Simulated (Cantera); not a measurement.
What does this Cantera script print?

```python
import numpy as np
import cantera as ct

gas_names = """
    H H2 N NH NH2 NH3 N2 N2H2 N2H4 Si SiH SiH2 SiH3 SiH4 SiN Si2 Si2N Si3
""".split()
cond_names = """
    Si(cr) Si(L) Si3N4(a)
""".split()


def load(file, names, dense=False):
    # The tables refer to 1 bar. Condensed volumes are neglected.
    table = {s.name: s for s in ct.Species.list_from_file(file)}
    out = []
    for n in names:
        d = dict(table[n].input_data)
        d["thermo"] = dict(d["thermo"], **{"reference-pressure": 1e5})
        if dense:
            d["equation-of-state"] = {"model": "constant-volume", "density": "1e6 g/cm^3"}
        out.append(ct.Species.from_dict(d))
    return out


gas = ct.Solution(thermo="ideal-gas", species=load("nasa_gas.yaml", gas_names))
cond = {s.name: ct.Solution(thermo="fixed-stoichiometry", species=[s], name=s.name)
        for s in load("nasa_condensed.yaml", cond_names, dense=True)}
atoms = {
    'trisilylamine': {'Si': 3, 'N': 1, 'H': 9},
    'N2': {'N': 2},
}
top_T = {'Si3N4(a)': 2400}  # K; cautious upper limits of use, not melting points


def equilibrate(T, P, feed):
    n = {}
    for name, mol in feed.items():
        for a, k in atoms[name].items():
            n[a] = n.get(a, 0.0) + k * mol
    gas.TPX = T, P, n
    mass = sum(n.values()) * gas.mean_molecular_weight
    gas.equilibrate("TP")
    valid = [c for c in cond.values() if c.min_temp <= T <= top_T.get(c.name, c.max_temp)]
    mix = ct.Mixture([(gas, mass / gas.mean_molecular_weight)] + [(c, 0.0) for c in valid])
    mix.T, mix.P = T, P
    mix.equilibrate("TP", solver="vcs", rtol=1e-11, max_steps=5000)
    return mix


results = []
feed = {'trisilylamine': 1, 'N2': 3.6}  # mol
P = 10000  # Pa
for T in [1398, 1448, 1498, 1548, 1598, 1648, 1698, 1748, 1798, 1848, 1898, 1948]:
    mix = equilibrate(T, P, feed)
    results.append((T, P, feed, dict(zip(mix.species_names, mix.species_moles))))

top = {s: max(r[3][s] / sum(r[3][g] for g in gas_names) for r in results) for s in gas_names}
cols = sorted((s for s in top if top[s] > 1e-05), key=lambda s: -top[s])[:9]
seen = [c for c in cond_names if any(r[3].get(c, 0) > 1e-12 for r in results)]
print("log10 of partial pressures in bar; condensed amounts in mol")
print(f"{'T/K':>10s}" + "".join(f"{s[:9]:>10s}" for s in cols + seen))
for T, P, feed, n in results:
    ng = sum(n[g] for g in gas_names)
    print(f"{T:10.4g}" + "".join(f"{np.log10(max(n[s] / ng * P / 1e5, 1e-99)):10.3f}" for s in cols)
          + "".join(f"{n.get(c, 0):10.4g}" for c in seen))
```

Result:

```
log10 of partial pressures in bar; condensed amounts in mol
       T/K        H2        N2         H        Si      SiH2       SiH      Si2N       SiN     Si(L)  Si3N4(a)
      1398    -1.166    -1.497    -5.908   -11.618   -10.113   -11.498   -14.445   -12.055         0         1
      1448    -1.166    -1.497    -5.619   -10.726    -9.484   -10.706   -13.309   -11.266         0         1
      1498    -1.166    -1.497    -5.348    -9.894    -8.898    -9.968   -12.251   -10.531         0         1
      1548    -1.166    -1.497    -5.095    -9.118    -8.351    -9.278   -11.263    -9.844         0         1
      1598    -1.166    -1.497    -4.857    -8.390    -7.838    -8.632   -10.338    -9.200         0         1
      1648    -1.166    -1.497    -4.634    -7.708    -7.357    -8.026    -9.471    -8.597         0         1
      1698    -1.167    -1.497    -4.423    -7.066    -6.905    -7.457    -8.656    -8.030         0         1
      1748    -1.167    -1.497    -4.224    -6.462    -6.479    -6.921    -7.889    -7.496         0         1
      1798    -1.167    -1.498    -4.037    -5.892    -6.078    -6.416    -7.166    -6.992         0    0.9999
      1848    -1.167    -1.498    -3.859    -5.354    -5.699    -5.939    -6.483    -6.516         0    0.9998
      1898    -1.223    -1.398    -3.719    -4.911    -5.463    -5.582    -5.921    -6.083      1.36    0.5463
      1948    -1.283    -1.322    -3.588    -4.634    -5.389    -5.390    -5.684    -5.824     2.997         0
```

Cantera equilibrium calculation (NASA polynomials, part measured and part estimated; ideal gas, pure solids and liquids). The feed counts by its element totals alone. Mutual solubility and eutectic melting of coexisting phases are not modelled. The tables' values for SiN are old estimates; treat these amounts as uncertain. Gases not in the tables: Si2H6 and higher silanes.
